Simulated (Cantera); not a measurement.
Metals in furnace atmospheres: Al + O₂ + N₂

Input: 1 mol Al, 0.076 mol O₂, 31 mol N₂, held at 1.33 mbar.

Equilibrium computed with Cantera from the NASA thermochemical tables; the gas is ideal and each condensed phase is pure. Candidate condensed phases: Al, AlN, Al₂O₃; 16 gas species. Mutual solubility and eutectic melting of coexisting phases are not modelled. Condensed phases not in the tables: aluminium oxynitride. Kinetics and transport are ignored.

```csv
T (°C),x N₂,x Al,x Al₂O,x AlO,x Al₂,x Al₂O₂,n AlN(s),n Al₂O₃(s)
425,1.00,<1e-12,<1e-12,<1e-12,<1e-12,<1e-12,0.899,0.0507
525,1.00,<1e-12,<1e-12,<1e-12,<1e-12,<1e-12,0.899,0.0507
625,1.00,<1e-12,<1e-12,<1e-12,<1e-12,<1e-12,0.899,0.0507
725,1.00,<1e-12,<1e-12,<1e-12,<1e-12,<1e-12,0.899,0.0507
825,1.00,<1e-12,<1e-12,<1e-12,<1e-12,<1e-12,0.899,0.0507
925,1.00,3.13e-12,<1e-12,<1e-12,<1e-12,<1e-12,0.899,0.0507
1025,1.00,4.41e-10,1.71e-12,<1e-12,<1e-12,<1e-12,0.899,0.0507
1125,1.00,3.05e-8,3.85e-10,<1e-12,<1e-12,<1e-12,0.899,0.0507
1225,1.000,1.19e-6,4.14e-8,1.85e-11,<1e-12,<1e-12,0.899,0.0507
1325,1.000,2.90e-5,2.45e-6,6.74e-10,4.70e-12,1.82e-12,0.898,0.0506
1425,0.999,0.000485,8.88e-5,1.60e-8,6.10e-10,1.01e-10,0.880,0.0498
1525,0.992,0.00592,0.00214,2.65e-7,4.59e-8,3.57e-9,0.627,0.0286
1625,0.973,0.0219,0.00477,1.08e-6,3.40e-7,9.30e-9,0,0
1725,0.973,0.0219,0.00477,5.96e-6,1.96e-7,5.45e-8,0,0
```
x: gas mole fraction; n: condensed amount in mol.

From 425 °C to 1525 °C the condensed part is AlN(s) + Al₂O₃(s). From 1625 °C to 1725 °C nothing is condensed.
